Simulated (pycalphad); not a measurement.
## Effect of Sn content in Al-Sn-Si

Source of the numbers: pycalphad with the COST 507 light-alloy database (1999); pressure 1 atm. The data set is of 1999 and partly superseded. Not assessed as a whole: an extrapolation from subsystems, which can miss ternary compounds. Phase fractions are per mole of atoms.

```tsv
alloy	liquidus (°C)	first solid	solidus (°C)	phases at 377 °C
Al-1.06Sn-4.67Si (at.%)	623	fcc	229	fcc 0.94, diamond (Si) 0.04, liquid 0.01
Al-1.41Sn-4.67Si (at.%)	621	fcc	229	fcc 0.94, diamond (Si) 0.04, liquid 0.02
Al-2.82Sn-4.67Si (at.%)	613	fcc	229	fcc 0.92, diamond (Si) 0.04, liquid 0.03
Al-4.23Sn-4.67Si (at.%)	605	fcc	229	fcc 0.91, liquid 0.05, diamond (Si) 0.04
Al-5.64Sn-4.67Si (at.%)	598	fcc	229	fcc 0.89, liquid 0.06, diamond (Si) 0.05
```
